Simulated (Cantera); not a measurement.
# Adiabatic ignition

An adiabatic, constant-volume homogeneous reactor starts with 15.2 % CH4, 17.9 % O2, 67.0 % N2, equivalence ratio 1.7, at 1573 K and 1.00 atm.

Cantera simulation using GRI-Mech 3.0 (53 species, 325 reactions); the numbers are that mechanism's predictions, not measurements.

```csv
t (s),T (K),P (bar),x CH4,x O2,x CO2,x C2H6,x CH3,x CO,x NO2
2.00e-6,1573,1.01,0.152,0.179,<1e-12,1.77e-11,1.45e-6,8.99e-12,<1e-12
7.29e-6,1573,1.01,0.152,0.179,2.67e-11,1.06e-9,5.82e-6,2.99e-10,<1e-12
2.65e-5,1573,1.01,0.151,0.179,1.20e-9,7.01e-8,2.58e-5,1.61e-8,<1e-12
9.67e-5,1573,1.01,0.151,0.179,9.79e-8,6.77e-6,0.000140,1.81e-6,<1e-12
0.000352,1583,1.02,0.148,0.177,9.21e-6,0.000437,0.000607,0.000350,<1e-12
0.00128,2895,2.14,3.12e-12,0.000861,0.0212,<1e-12,1.22e-11,0.111,1.17e-7
0.00468,2894,2.14,3.15e-12,0.000848,0.0212,<1e-12,1.23e-11,0.111,1.33e-7
0.0170,2894,2.14,3.15e-12,0.000848,0.0212,<1e-12,1.23e-11,0.111,1.33e-7
0.0620,2894,2.14,3.15e-12,0.000848,0.0212,<1e-12,1.23e-11,0.111,1.33e-7
0.226,2894,2.14,3.15e-12,0.000848,0.0212,<1e-12,1.23e-11,0.111,1.33e-7
0.823,2894,2.14,3.15e-12,0.000848,0.0212,<1e-12,1.23e-11,0.111,1.33e-7
3.00,2894,2.14,3.15e-12,0.000848,0.0212,<1e-12,1.23e-11,0.111,1.33e-7
```
x: mole fraction; the columns are a selection and need not sum to one.

The time of steepest temperature rise is 0.659 ms. The temperature at 3.00 s is 2894 K, the equilibrium temperature is 2894 K and the x(CH4) at 3.00 s is 3.15e-12 (gas-phase equilibrium 3.65e-12). The x(O2) at 3.00 s comes out as 0.000848 (gas-phase equilibrium 0.000848). The x(CO2) at 3.00 s comes out as 0.0212 (gas-phase equilibrium 0.0212).
